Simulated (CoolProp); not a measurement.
The fluid at 578.97 K and 0.117 MPa flows at 0.058 m/s in a round tube of 50 mm bore and 1.5 µm roughness, fully developed (64/Re and Nu = 3.66 if laminar; Colebrook and Gnielinski if turbulent). The same conditions are run with several fluids, on thermodynamics alone (safety and materials aside).

Computed with CoolProp (reference Helmholtz-energy equation of state of each fluid (ethanol: Schroeder 2014; sulfur hexafluoride: Guder 2009; o-xylene: Zhou 2012; n-pentane: Thol 2019; ammonia: Gao 2020)).

Q: Rank ethanol, sulfur hexafluoride, o-xylene, n-pentane, ammonia by Reynolds number, highest first.

A: o-xylene (607), n-pentane (393), sulfur hexafluoride (384), ethanol (192), ammonia (57.5)

```
fluid                Darcy friction factor  pressure drop (Pa/m)  heat-transfer coefficient (W/(m² K))  mass flow (kg/h)
-------------------  ---------------------  --------------------  ------------------------------------  ----------------
ethanol                              0.333                0.0126                                  3.53             0.460
sulfur hexafluoride                  0.167                0.0199                                  2.40              1.46
o-xylene                             0.105               0.00930                                  2.90              1.07
n-pentane                            0.163               0.00967                                  3.82             0.723
ammonia                               1.11                0.0155                                  4.81             0.170
```

Transport values come from each fluid's own correlations; those of n-pentane are estimates that may be off by 10 % or more.
